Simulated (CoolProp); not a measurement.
Saturated liquid density (kg/m³) of n-dodecane: the reference equation beside estimates from Tc = 385.0 °C, pc = 1818 kPa, ω = 0.574.

Values from CoolProp's reference Helmholtz-energy equation of state, Lemmon 2004. It is a short technical equation, of lower accuracy than the large ones.

| T (°C) | reference | van der Waals | Soave-Redlich-Kwong |
|---|---|---|---|
| 225.55 | 585.3 | 305.7 | 481.4 |
| 236.15 | 574.9 | 300.5 | 472.2 |
| 246.85 | 564.1 | 295.0 | 462.3 |
| 257.55 | 552.9 | 289.3 | 451.9 |
| 268.15 | 541.2 | 283.4 | 440.8 |
| 278.85 | 528.9 | 277.2 | 428.9 |
| 289.45 | 516.0 | 270.6 | 416.3 |
| 300.15 | 502.1 | 263.7 | 402.5 |
| 310.85 | 487.3 | 256.2 | 387.6 |

Absolute difference from the reference over all 9 rows, mean and median: van der Waals 47.6 and 47.6 %, Soave-Redlich-Kwong 18.8 and 18.6 %.
